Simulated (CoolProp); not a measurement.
Vapour-liquid equilibrium of propane (1) + R227EA (2) at 239.8 K; x and y are mole fractions of (1).

The numbers come from the multi-fluid Helmholtz-energy mixture model, Lemmon 2009 and Lemmon 2016; pair parameters Bell 2016 in CoolProp.

| x | bubble pressure (MPa) | y at the bubble point | dew pressure at overall composition x (MPa) | liquid density (mol/L) |
|---|---|---|---|---|
| 0.05 | 0.07122 | 0.381 | 0.04790 | 9.525 |
| 0.15 | 0.1082 | 0.621 | 0.05319 | 9.747 |
| 0.25 | 0.1299 | 0.703 | 0.05976 | 9.986 |
| 0.35 | 0.1415 | 0.741 | 0.06812 | 10.25 |
| 0.45 | 0.1473 | 0.761 | 0.07909 | 10.54 |
| 0.55 | 0.1503 | 0.773 | 0.09406 | 10.86 |
| 0.65 | 0.1524 | 0.786 | 0.1152 | 11.23 |
| 0.75 | 0.1541 | 0.806 | 0.1442 | 11.65 |
| 0.85 | 0.1549 | 0.844 | 0.1548 | 12.12 |
| 0.95 | 0.1518 | 0.925 | 0.1503 | 12.65 |

y crosses x between x = 0.75 and 0.85: the model has an azeotrope there.

Pair parameters are fitted to limited data, so mixtures are less certain than the pure fluids. With so large a gap from Raoult's law the liquid may split in two, which this calculation doesn't test in full.
